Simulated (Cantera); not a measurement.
Input (Python, Cantera):

```python
import numpy as np
import cantera as ct

gas = ct.Solution("SiF4_NH3_mec.yaml", "gas")
gas.TPX = 2225, 2200, {'NH3': 1, 'N2': 0.95, 'H2': 0.12}
reactor = ct.IdealGasConstPressureReactor(gas, energy="off", clone=False)
net = ct.ReactorNet([reactor])
net.rtol, net.atol = 1e-08, 1e-18
show = ['NH3', 'N2H2', 'NH', 'N2H4', 'NH2']
times = np.geomspace(5e-06, 6, 13)

steps = ct.SolutionArray(gas, extra=["t"])
rows = []
print(f"{'t/s':>10s}{'T/K':>9s}{'P/Pa':>11s}" + "".join(f"{s:>11s}" for s in show))
for t in times:
    while net.time < t:
        t_next = net.step()
        steps.append(gas.state, t=t_next)
    rows.append([np.interp(t, steps.t, y) for y in (steps.T, steps.P, *steps(*show).X.T)])
    print(f"{t:10.3e}{rows[-1][0]:9.1f}{rows[-1][1]:11.4g}" + "".join(f"{x:11.3e}" for x in rows[-1][2:]))
rate = np.gradient(steps.T, steps.t)
print("integrator steps:", len(steps.t))
if steps.T.max() > steps.T[0] + 200:
    print(f"time of steepest temperature rise: {steps.t[rate.argmax()]:.4e} s")
gas.TPX = 2225, 2200, {'NH3': 1, 'N2': 0.95, 'H2': 0.12}
gas.equilibrate("TP")
print(f"equilibrium (TP): T = {gas.T:.1f} K  " + "  ".join(f"{s} {gas[s].X[0]:.3e}" for s in show))
```

It prints:

```
       t/s      T/K       P/Pa        NH3       N2H2         NH       N2H4        NH2
 5.000e-06   2225.0       2200  4.831e-01  4.697e-12  1.346e-10  7.432e-14  7.679e-06
 1.605e-05   2225.0       2200  4.831e-01  1.773e-10  2.679e-09  1.448e-12  2.894e-05
 5.154e-05   2225.0       2200  4.830e-01  3.984e-09  4.700e-08  1.844e-11  9.826e-05
 1.655e-04   2225.0       2200  4.827e-01  6.381e-08  8.187e-07  2.003e-10  3.192e-04
 5.313e-04   2225.0       2200  4.818e-01  1.039e-06  9.613e-06  1.986e-09  1.001e-03
 1.706e-03   2225.0       2200  4.779e-01  8.931e-06  4.475e-05  1.174e-08  2.429e-03
 5.477e-03   2225.0       2200  4.618e-01  1.208e-05  5.849e-05  1.438e-08  2.689e-03
 1.759e-02   2225.0       2200  4.137e-01  1.032e-05  6.228e-05  1.110e-08  2.363e-03
 5.646e-02   2225.0       2200  2.970e-01  6.611e-06  6.221e-05  6.184e-09  1.763e-03
 1.813e-01   2225.0       2200  1.191e-01  2.132e-06  4.783e-05  1.607e-09  8.990e-04
 5.820e-01   2225.0       2200  1.050e-02  1.392e-07  2.057e-05  5.631e-11  1.684e-04
 1.869e+00   2225.0       2200  4.173e-06  5.673e-12  4.806e-07  5.063e-16  5.085e-07
 6.000e+00   2225.0       2200  1.206e-07  6.389e-14  3.456e-08  1.053e-18  2.318e-08
integrator steps: 1826
equilibrium (TP): T = 2225.0 K  NH3 7.714e-08  N2H2 5.511e-14  NH 2.224e-08  N2H4 4.396e-19  NH2 1.487e-08
```

Model: the gas-phase N/H chemistry of the illustrative SiF4/NH3 mechanism in the Surface Chemkin manual (1991), integrated in Cantera. Walls and surfaces, which speed up NH3 decomposition in real reactors, are not modelled.
